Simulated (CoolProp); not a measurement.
A single-stage vapour-compression cycle with R21: evaporating at 267.15 K (dew point), condensing at 331.15 K (bubble point), superheat 10 K, subcooling 5 K, compressor efficiency 0.85, no pressure losses. Each further row changes one setting.

Model: reference Helmholtz-energy equation of state, Platzer 1990, in CoolProp. This equation is an older, rougher fit; its heat capacities, sound speeds and derivatives of the liquid may be far off and weren't checked against measurements.

```tsv
case	cooling COP	pressure ratio	discharge temperature (K)	refrigerating effect (kJ/kg)	volumetric capacity (kJ/m³)
as stated	2.93	9.02	388.7	191	477
evaporating temperature 272.15 K	3.30	7.27	383.3	194	592
condensing temperature 326.15 K	3.24	7.87	381.1	196	491
subcooling 10 K	3.02	9.02	388.7	196	491
superheat 20 K	2.91	9.02	400.3	197	474
compressor efficiency 0.75	2.59	9.02	400.7	191	477
```
